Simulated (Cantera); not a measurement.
A Cantera script and what it prints.

```python
import numpy as np
import cantera as ct

gas_names = """
    C CN CO CO2 C2 CCN CNC C2N2 C2O C3 C3O2 C4 C4N2 C5 N NCO NO NO2 NO3 N2 N2O O O2 O3 Pb PbO Pb2
""".split()
cond_names = """
    C(gr) Pb(cr) Pb(L) PbO(rd) PbO(yw) PbO(L) PbO2(s) Pb3O4(s)
""".split()


# ... load() reads the species with a 1 bar reference pressure and builds the phases ...
atoms = {
    'Pb': {'Pb': 1},
    'CO': {'C': 1, 'O': 1},
    'N2': {'N': 2},
}
top_T = {'C(gr)': 4500, 'Pb3O4(s)': 820}  # K; cautious upper limits of use, not melting points


# ... equilibrate(T, P, feed) seeds the gas with the atoms and calls Mixture.equilibrate('TP', solver="vcs", rtol=1e-11, max_steps=5000) ...
results = []
feed = {'Pb': 1, 'CO': 0.24, 'N2': 0.77}  # mol
P = 1100  # Pa
for T in [898, 998, 1098, 1198, 1298, 1398, 1498, 1598]:
    mix = equilibrate(T, P, feed)
    results.append((T, P, feed, dict(zip(mix.species_names, mix.species_moles))))

top = {s: max(r[3][s] / sum(r[3][g] for g in gas_names) for r in results) for s in gas_names}
cols = sorted((s for s in top if top[s] > 1e-06), key=lambda s: -top[s])[:8]
seen = [c for c in cond_names if any(r[3].get(c, 0) > 1e-12 for r in results)]
print("log10 of partial pressures in bar; condensed amounts in mol")
print(f"{'T/K':>10s}" + "".join(f"{s[:9]:>10s}" for s in cols + seen))
for T, P, feed, n in results:
    ng = sum(n[g] for g in gas_names)
    print(f"{T:10.4g}" + "".join(f"{np.log10(max(n[s] / ng * P / 1e5, 1e-99)):10.3f}" for s in cols)
          + "".join(f"{n.get(c, 0):10.4g}" for c in seen))
```

Output:

```
log10 of partial pressures in bar; condensed amounts in mol
       T/K        N2        Pb        CO       CO2       Pb2     C(gr)     Pb(L)
       898    -2.075    -5.888    -2.594    -4.419   -12.130  0.003487    0.9999
       998    -2.077    -4.810    -2.585    -5.397   -10.325 0.0003682    0.9986
      1098    -2.081    -3.933    -2.588    -6.215    -8.857 5.661e-05    0.9892
      1198    -2.102    -3.205    -2.608    -6.928    -7.643  1.15e-05    0.9393
      1298    -2.191    -2.592    -2.698    -7.671    -6.621 2.551e-06     0.694
      1398    -2.375    -2.262    -2.882    -8.520    -6.136  5.52e-07         0
      1498    -2.375    -2.262    -2.882    -8.933    -6.289 2.076e-07         0
      1598    -2.375    -2.262    -2.882    -9.293    -6.423 5.986e-08         0
```

Equilibrium computed with Cantera from the NASA thermochemical tables; the gas is ideal and each condensed phase is pure.
